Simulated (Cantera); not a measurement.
A Cantera script and what it prints.

```python
import numpy as np
import cantera as ct

gas_names = """
    CL CL2 H HCL H2 N NH NH2 NH3 N2 N2H2 N2H4 Si SiCL SiCL2 SiCL3 SiCL4 SiH SiHCL3 SiH2 SiH2CL2 SiH3
    SiH3CL SiH4 SiN Si2 Si2N Si3
""".split()
cond_names = """
    NH4CL(a) NH4CL(b) Si(cr) Si(L) Si3N4(a)
""".split()


# ... load() reads the species with a 1 bar reference pressure and builds the phases ...
atoms = {
    'SiHCl3': {'Si': 1, 'H': 1, 'CL': 3},
    'HCl': {'H': 1, 'CL': 1},
    'N2': {'N': 2},
}
top_T = {'Si3N4(a)': 2400}  # K; cautious upper limits of use, not melting points


# ... equilibrate(T, P, feed) seeds the gas with the atoms and calls Mixture.equilibrate('TP', solver="vcs", rtol=1e-11, max_steps=5000) ...
results = []
feed = {'SiHCl3': 1, 'HCl': 1.2, 'N2': 87}  # mol
P = 210  # Pa
for T in [1075, 1100, 1125, 1150, 1175, 1200, 1225, 1250, 1275, 1300]:
    mix = equilibrate(T, P, feed)
    results.append((T, P, feed, dict(zip(mix.species_names, mix.species_moles))))

top = {s: max(r[3][s] / sum(r[3][g] for g in gas_names) for r in results) for s in gas_names}
cols = sorted((s for s in top if top[s] > 0.0001), key=lambda s: -top[s])[:8]
seen = [c for c in cond_names if any(r[3].get(c, 0) > 1e-12 for r in results)]
print("log10 of partial pressures in bar; condensed amounts in mol")
print(f"{'T/K':>10s}" + "".join(f"{s[:9]:>10s}" for s in cols + seen))
for T, P, feed, n in results:
    ng = sum(n[g] for g in gas_names)
    print(f"{T:10.4g}" + "".join(f"{np.log10(max(n[s] / ng * P / 1e5, 1e-99)):10.3f}" for s in cols)
          + "".join(f"{n.get(c, 0):10.4g}" for c in seen))
```

It prints:

```
log10 of partial pressures in bar; condensed amounts in mol
       T/K        N2       HCL     SiCL4     SiCL2     SiCL3        H2  Si3N4(a)
      1075    -2.691    -4.328    -4.896    -7.224    -6.660    -5.632    0.1489
      1100    -2.691    -4.326    -4.901    -6.917    -6.480    -5.645    0.1485
      1125    -2.691    -4.325    -4.908    -6.624    -6.311    -5.656    0.1475
      1150    -2.691    -4.325    -4.918    -6.346    -6.152    -5.666    0.1456
      1175    -2.691    -4.324    -4.934    -6.083    -6.004    -5.672    0.1421
      1200    -2.691    -4.324    -4.957    -5.836    -5.868    -5.675    0.1364
      1225    -2.691    -4.324    -4.991    -5.604    -5.747    -5.673    0.1275
      1250    -2.691    -4.326    -5.042    -5.392    -5.644    -5.664    0.1143
      1275    -2.692    -4.328    -5.117    -5.200    -5.565    -5.644   0.09597
      1300    -2.692    -4.332    -5.222    -5.034    -5.515    -5.611   0.07245
```

Equilibrium computed with Cantera from the NASA thermochemical tables; the gas is ideal and each condensed phase is pure. N2 is the only nitrogen source here; it is nearly inert below about 1500 K, so the nitride shown seldom forms there in practice. The tables' values for SiCl3 are old estimates; treat these amounts as uncertain.
